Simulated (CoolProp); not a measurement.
Model: reference Helmholtz-energy equation of state, Lemmon 2013, in CoolProp.

**Question.** Give the vapour pressure (MPa), liquid density (kg/m³), vapour Z, vapour viscosity (µPa s) of saturated propylene at -33.35, 29.65 °C.

**Answer.** 
```tsv
T (°C)	p (MPa)	liquid density (kg/m³)	vapour Z	vapour viscosity (µPa s)
-33.35	0.186	592	0.945	6.75
29.65	1.29	498	0.787	9.15
```

Viscosity comes from a separate model (Huber 2003), an estimate that may be off by 10 % or more.
